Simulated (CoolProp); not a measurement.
A Linde-Hampson liquefier for normal hydrogen: isothermal reversible compression at 200 K from 1 atm to 20 MPa, throttling to 1 atm, return gas leaving the recuperator 0 K below the feed. Each further row changes one setting.

The numbers come from the reference Helmholtz-energy equation of state, Leachman 2009 in CoolProp.

| case | compression work (kJ/kg of gas) |
|---|---|
| as stated | 4480 |
| high pressure 40 MPa | 5200 |
| warm-end temperature 230 K | 5150 |
| warm-end gap 5 K | 4480 |
